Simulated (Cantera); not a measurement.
Standard-state values (1 bar) from the NASA 1993 polynomials, evaluated with Cantera. Values are per mole of reaction as written; species without (g) are pure solids or liquids, kept so even where they would boil at 1 bar.

### Question
Between 300 and 2600 K, where is each reaction favourable under standard conditions?
- 2 B + O2(g) ⇌ B2O2(g)
- 0.6667 Cr + O2(g) ⇌ 0.6667 CrO3(g)
- Zr + O2(g) ⇌ ZrO2(g)

### Answer
- 2 B + O2(g) ⇌ B2O2(g): ΔG° is -464 kJ at 300 K and -500 kJ at 2600 K; it stays negative (K > 1). ΔH° is -577 kJ and ΔS° -30 J/K at 2600 K.
- 0.6667 Cr + O2(g) ⇌ 0.6667 CrO3(g): ΔG° is -182 kJ at 300 K and -63 kJ at 2600 K; it stays negative (K > 1). ΔH° is -228 kJ and ΔS° -64 J/K at 2600 K.
- Zr + O2(g) ⇌ ZrO2(g): ΔG° is -295 kJ at 300 K and -327 kJ at 2600 K; it stays negative (K > 1). ΔH° is -339 kJ and ΔS° -4 J/K at 2600 K.
